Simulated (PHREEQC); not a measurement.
Dissolve 110 mmol/kgw KH2PO4 and 0.52 mmol/kgw Na2B4O7 at 20 °C. Closed to the air; pH follows from the charge balance.

The numbers come from PHREEQC with the ion-association model, phreeqc.dat.

```
quantity                   before    after
------------------------  -------  -------
pH                           4.90     9.17
ionic strength (mol/kgw)    0.112    0.111
H2BO3- (mol/kgw)          1.14e-7  0.00103
```

Which change was made?
A) KH2PO4 replaced by KF at the same molality
B) KH2PO4 from 0.11 to 0.022 mol/kgw
C) Na2B4O7 from 0.00052 to 0.0052 mol/kgw
D) diluted 10-fold with water

A, KH2PO4 replaced by KF at the same molality

Precipitation was switched off in this run.
